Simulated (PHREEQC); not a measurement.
A PHREEQC input (ion-association model, wateq4f.dat):

```
SOLUTION 1
  temp 20
  units mg/L
  pH 12.5
  pe 2.6
  Na 26.9
  K 39
  Ca 14.5
  Mg 0.827
  Cl 65.6
  S(6) 11.3 as SO4
  Alkalinity 48.2 as HCO3
  Si 0.877 as SiO2
  Mn(2) 1.01
  Zn 0.313
END
USE solution 1
EQUILIBRIUM_PHASES 1
  CO2(g) -2 10
END
```

It stops with these messages:

```
WARNING: Maximum iterations exceeded, 100
WARNING: Maximum iterations exceeded, 100
WARNING: The program has failed to converge to a numerical solution.
ERROR:           Alkalinity has not converged. Total: 7.905066e-04	Calculated: 2.451462e-02	Residual: -2.372411e-02
ERROR: Is non-carbonate alkalinity greater than total alkalinity?
ERROR:                   Ca has not converged. Total: 3.620467e-04	Calculated: 2.217981e-04	Residual: 1.402485e-04
ERROR:                   Cl has not converged. Total: 1.851719e-03	Calculated: 1.245562e-03	Residual: 6.061571e-04
ERROR:                    K has not converged. Total: 9.981364e-04	Calculated: 1.130819e-03	Residual: -1.326825e-04
ERROR:                   Mg has not converged. Total: 3.404153e-05	Calculated: 3.003777e-05	Residual: 4.003759e-06
ERROR:                Mn(2) has not converged. Total: 1.839809e-05	Calculated: 1.615719e-05	Residual: 2.240907e-06
ERROR:                   Na has not converged. Total: 1.170958e-03	Calculated: 1.322120e-03	Residual: -1.511622e-04
ERROR:                 S(6) has not converged. Total: 1.177178e-04	Calculated: 9.428933e-05	Residual: 2.342844e-05
ERROR:                   Si has not converged. Total: 1.460706e-05	Calculated: 1.350945e-05	Residual: 1.097610e-06
ERROR:                   Zn has not converged. Total: 4.791705e-06	Calculated: 4.291628e-06	Residual: 5.000770e-07
ERROR:                   Mu Ionic strength has not converged. 	Residual: 6.791709e-04
ERROR:               A(H2O) Activity of water has not converged. 	Residual: 4.795946e-04
ERROR: Model failed to converge for initial solution  1.
```

### Question
Why does the run stop?

### Answer
The fault: pH typed as 12.5 with the alkalinity kept. The line should read `pH 7.21` where the input has `pH 12.5`. With the mend the run ends at pH 6.66 and ionic strength 0.00345 mol/kgw.
